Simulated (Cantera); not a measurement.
Input: 1 mol MgSO₄, 0.11 mol H₂, 4.8 mol CO₂, held at 10.0 Torr.

Equilibrium computed with Cantera from the NASA thermochemical tables; the gas is ideal and each condensed phase is pure. Candidate condensed phases: C, C₆H₆, C₇H₈, C₈H₁₈, H₂O, H₂SO₄, Mg, MgCO₃, MgO, Mg(OH)₂, MgS, MgSO₄, S; 130 gas species. Rates play no part.

Q: At 1873 K, list the 5 most abundant gas species with their mole fractions, and the condensed phases.

A: CO₂ 0.741, SO₂ 0.156, O₂ 0.0742, H₂O 0.0166, CO 0.0100. Condensed: MgO(s).
